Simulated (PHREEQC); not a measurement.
A solution holds 140 mmol/kgw NaOH and 0.054 mmol/kgw H4SiO4, at 20 °C. It is in equilibrium with CO2 at log p = -3.4 (atm). Otherwise closed; pH follows from the charge balance.

Computed with PHREEQC (ion-association model, wateq4f.dat).

Each row changes one thing in this solution. This is a speciation only: nothing precipitates in the calculation.

```csv
case,pH,ionic strength (mol/kgw),HCO3- (mol/kgw),CO3-2 (mol/kgw),CO2 (mol/kgw)
as made,9.77,0.149,0.0498,0.0276,1.51e-5
NaOH from 0.14 to 1.4 mol/kgw,10.04,1.09,0.105,0.174,1.21e-5
temperature from 20 to 55 °C,9.68,0.114,0.0227,0.0165,6.91e-6
diluted 5-fold with water,9.41,0.0305,[?],[?],1.55e-5
0.053 mol/kgw LiOH added,9.84,0.212,0.0605,0.0431,1.49e-5
H4SiO4 left out,9.77,0.149,0.0498,0.0276,1.51e-5
NaOH left out,5.59,2.55e-6,2.55e-6,4.23e-11,1.56e-5
```

Task: Some entries are withheld; supply them.

Result: 
- diluted 5-fold with water, HCO3- (mol/kgw): 0.0196
- diluted 5-fold with water, CO3-2 (mol/kgw): 0.00340

The ionic strength passes 0.7 mol/kgw, the rough limit of the ion-association models, in NaOH from 0.14 to 1.4 mol/kgw. Species that the database lacks are ignored. Constants without temperature data keep their 25 °C values here.
